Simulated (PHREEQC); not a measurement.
HNO3 is added in steps, without added water, to 1 kg of water holding 1.5 mmol/kgw PbCl2, 0.84 mmol/kgw KBr and 1.3 mmol/kgw Na2SO4, at 75 °C. Oxygen is held at 0.21 atm. The system is closed to CO2. The run lets Pb(OH)2, Anglesite, Cotunnite, Laurionite, PbBr2, Larnakite, Halite, Mirabilite precipitate or redissolve, and no other solid.

Base run: PHREEQC, ion-association model, wateq4f.dat. Each further column changes one thing. The table gives pH.

```csv
HNO3 added (mol),base,temperature from 75 to 55 °C,KBr left out,KBr from 0.00084 to 0.00042 mol/kgw,no solid may form
0,5.14,5.31,5.13,5.14,5.48
0.00015,3.87,3.86,3.87,3.87,3.95
0.0003,3.57,3.56,3.57,3.57,3.65
0.000375,3.48,3.47,3.47,3.48,3.55
0.000525,3.33,3.32,3.33,3.33,3.41
0.000675,3.22,3.21,3.22,3.22,3.30
0.000825,3.14,3.13,3.13,3.13,3.21
0.0009,3.10,3.09,3.10,3.10,3.17
0.00105,3.03,3.02,3.03,3.03,3.10
0.0012,2.97,2.96,2.97,2.97,3.04
```

At this temperature some constants are extrapolated from 25 °C, and those without enthalpy data are left unchanged. In at least one series the solution becomes supersaturated in solids that the run did not let form, among them Pb(OH)2, Anglesite, Larnakite. Solids allowed in the column 'KBr left out': Pb(OH)2, Anglesite, Cotunnite, Laurionite, Larnakite, Halite, Mirabilite.
